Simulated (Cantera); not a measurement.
Charge: 1 mol Si2H6, 0.54 mol Cl2, 65 mol H2, held at 1773.15 K and 0.133 bar.

These are equilibrium values from Cantera (NASA tables, ideal gas, pure condensed phases), not measurements of a reactor. Candidate condensed phases: Si; 19 gas species. The feed counts by its element totals alone. Gases not in the tables: Si2H6 and higher silanes. Kinetics and transport are ignored.

Task: What is the equilibrium state?

Result: 
| Property | Value |
|---|---|
| x(H2) | 0.984 |
| x(HCl) | 0.0144 |
| x(H) | 0.000774 |
| x(SiCl2) | 0.000675 |
| x(SiH2) | 2.43e-5 |
| x(Si) | 1.60e-5 |
| x(Cl) | 8.69e-6 |
| x(SiCl) | 8.62e-6 |
| x(SiH) | 7.16e-6 |
| n(Si(l)) | 1.95 mol |
| gas amount | 68.57 mol |
